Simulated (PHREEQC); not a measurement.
Make-up at 45 °C: 0.0065 mol HF and 0.068 mol NH4F per kg of water. Closed to the air; pH follows from the charge balance.

Equilibrium calculation in PHREEQC: ion-association model, phreeqc.dat.

This is a speciation only: nothing precipitates in the calculation.

Q: What pH, density does the model give?

A: pH 4.35; density 0.992 g/cm³.

Q: In which forms is F present?

A: F- 89 %, HF 6.7 %, HF2- 3.8 % of the F.

Complexes and solids missing from the database can't appear. Constants without temperature data keep their 25 °C values here.
